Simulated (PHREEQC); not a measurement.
A made-up water analysis in mg/L, 65 °C, pH 6.77, pe 8.2: Na 0.0448; K 0.00307; Ca 0.584; Mg 0.189; Cl 0.271; S(6) as SO4 0.7; Alkalinity as HCO3 1.55; Sr 0.00163; Pb 0.00253; Zn 0.00548; Cd 0.0888; Ba 0.0122; N(5) as NO3 0.0608.

Cl is adjusted to close the charge balance.
Valence states are taken as typed.

Computed with PHREEQC (ion-association model, wateq4f.dat).

The ionic strength comes out as 7.92e-5 mol/kgw.

```tsv
species	molality	activity	log γ
HCO3-	2.48e-5	2.45e-5	-0.005
Ca+2	1.45e-5	1.39e-5	-0.019
CO2	8.27e-6	8.27e-6	0.000
Cl-	7.75e-6	7.66e-6	-0.005
Mg+2	7.74e-6	7.40e-6	-0.019
SO4-2	7.23e-6	6.91e-6	-0.019
Na+	1.95e-6	1.93e-6	-0.005
NO3-	9.80e-7	9.70e-7	-0.005
Cd+2	7.82e-7	7.48e-7	-0.019
OH-	7.17e-7	7.09e-7	-0.005
```

No solid was allowed to form. Away from 25 °C the constants follow the database's enthalpies or fits; those with neither stay at their 25 °C values.
